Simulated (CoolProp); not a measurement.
A simple Rankine cycle with toluene: condensing at 321.15 K, boiler at 1.75 MPa, turbine inlet 619 K, turbine efficiency 0.75, pump efficiency 0.7, no recuperator. Each further row changes one setting.

Model: reference Helmholtz-energy equation of state, Lemmon 2006, in CoolProp. It is a short technical equation, of lower accuracy than the large ones.

```tsv
case	thermal efficiency (%)	net work (kJ/kg)	heat in (kJ/kg)	turbine exit temperature (K)	volume ratio over the turbine
as stated	20.1	178	886	517.1	151
condensing temperature 313.15 K	21.0	189	901	510.9	214
boiler pressure 1.22 MPa	18.9	170	897	526.6	102
turbine efficiency 0.65	17.3	154	886	529.6	155
```
